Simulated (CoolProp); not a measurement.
Values from CoolProp's reference Helmholtz-energy equation of state, Span 2000.

Problem. For nitrogen, give the phase and the viscosity (µPa s), conductivity (mW/(m K)) at 255.2 K and 1180 kPa; 255.2 K and 4700 kPa.

Solution. 
- 255.2 K and 1180 kPa: gas; viscosity 15.9, conductivity 23.1
- 255.2 K and 4700 kPa: supercritical; viscosity 16.8, conductivity 25.3

Viscosity comes from a separate model (Lemmon 2004). Thermal conductivity comes from a separate model (Lemmon 2004).
